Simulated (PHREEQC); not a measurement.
1 kg of water holding 0.2 mol KCl and 0.085 mol MgSO4 is evaporated at 25 °C; the solids stay in contact with the brine. No CO2 enters from the air. Only these solids could form: Arcanite, Bischofite, Brucite, Carnallite, Epsomite, Hexahydrite, Kainite, Kieserite, Leonite, Misenite, Schoenite, Sylvite, MgCl2_4H2O.

Equilibrium calculation in PHREEQC: Pitzer model, pitzer.dat.

Problem. Predict ionic strength at water left (kg) = 0.1711, 0.02537, 0.003316.

Solution. 
```csv
water left (kg),ionic strength
0.1711,3.16
0.02537,8.76
0.003316,12.7
```
